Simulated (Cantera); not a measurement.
Input: 1 mol BF₃, 25 mol NH₃, held at 1227 °C and 0.100 bar.

Equilibrium computed with Cantera from the NASA thermochemical tables; the gas is ideal and each condensed phase is pure. Candidate condensed phases: B, BN; 31 gas species. The tables' values for BF₂ are old estimates; treat these amounts as uncertain. The numbers say what is thermodynamically allowed, not how fast it happens.

Base state: H₂ 0.727, N₂ 0.242, HF 0.0165, BF₃ 0.0137, BHF₂ 0.000463, BF₂ 0.000119, H 4.75e-5 (mole fractions); condensed: BN(s).

Q: What changes in the equilibrium state with this change: BF₃ replaced by borazine?

A: 
| species | before | after |
|---|---|---|
| H₂ | 0.727 | 0.764 |
| N₂ | 0.242 | 0.236 |
| H | 4.75e-5 | 4.87e-5 |
| HF | 0.0165 | 0 |
| BF₃ | 0.0137 | 0 |
| BHF₂ | 0.000463 | 0 |
| BF₂ | 0.000119 | 0 |
| BN(s), mol | 0.270 | 3.00 |
The feed counts by its element totals alone.
